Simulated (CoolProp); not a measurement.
R407C along the isobar 0.754 MPa: Z from the reference equation and from simpler models built on Tc = 359.3 K, pc = 4.632 MPa, ω = 0.363; each cubic takes its own stable root.

Values from CoolProp's reference Helmholtz-energy equation of state, Lemmon 2003. It is a pseudo-pure fit of the blend.

| T (K) | phase | reference | Pitzer virial | van der Waals | Redlich-Kwong | Peng-Robinson |
|---|---|---|---|---|---|---|
| 301 | gas | 0.8729 | 0.8915 | 0.9208 | 0.9010 | 0.8828 |
| 306.7 | gas | 0.8828 | 0.8986 | 0.9245 | 0.9065 | 0.8901 |
| 312.4 | gas | 0.8915 | 0.9051 | 0.9280 | 0.9117 | 0.8968 |
| 318.1 | gas | 0.8993 | 0.9111 | 0.9312 | 0.9165 | 0.9030 |
| 323.8 | gas | 0.9063 | 0.9166 | 0.9342 | 0.9209 | 0.9087 |
| 329.5 | gas | 0.9127 | 0.9217 | 0.9371 | 0.9250 | 0.9140 |
| 335.1 | gas | 0.9183 | 0.9263 | 0.9397 | 0.9288 | 0.9188 |
